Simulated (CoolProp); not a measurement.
The fluid at 283.53 K and 0.0744 MPa is compressed adiabatically to 0.181 MPa with isentropic efficiency 1. The same conditions are run with several fluids, on thermodynamics alone (safety and materials aside).

Computed with CoolProp (reference Helmholtz-energy equation of state of each fluid (chlorine: Thol 2021; nitrous oxide: Lemmon 2006; n-perfluorobutane: Gao 2022; normal hydrogen: Leachman 2009; R142b: Lemmon 2006)).

```tsv
fluid	work (kJ/kg)	final temperature (K)	final density (kg/m³)
chlorine	32.6	352.3	4.44
nitrous oxide	52.2	342.7	2.81
n-perfluorobutane	8.57	295.1	18.8
normal hydrogen	1190	366.0	0.120
R142b	21.2	311.2	7.33
```
